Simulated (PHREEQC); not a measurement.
Consider water at 25 °C with 0.0095 mol Ni(NO3)2, 0.0225 mol H3BO3 and 0.0425 mol H2SO4 per kg of water. Closed to the air; pH follows from the charge balance.

All values are PHREEQC results (ion-association model, wateq4f.dat), not measurements.

- pH: 1.32
- ionic strength: 0.0906 mol/kgw
- total alkalinity: -85.0 meq/kg

```json
[
 {"species": "H+", "molality": "0.0572", "activity": "0.0474", "log γ": "-0.081"},
 {"species": "HSO4-", "molality": "0.0278", "activity": "0.0218", "log γ": "-0.106"},
 {"species": "H3BO3", "molality": "0.0225", "activity": "0.0230", "log γ": "0.009"},
 {"species": "NO3-", "molality": "0.0190", "activity": "0.0145", "log γ": "-0.118"},
 {"species": "SO4-2", "molality": "0.0123", "activity": "0.00472", "log γ": "-0.415"},
 {"species": "Ni+2", "molality": "0.00706", "activity": "0.00270", "log γ": "-0.417"},
 {"species": "NiSO4", "molality": "0.00244", "activity": "0.00249", "log γ": "0.009"},
 {"species": "Ni(SO4)2-2", "molality": "1.65e-6", "activity": "6.31e-7", "log γ": "-0.417"}
]
```

Precipitation was switched off in this run. Species that the database lacks are ignored.
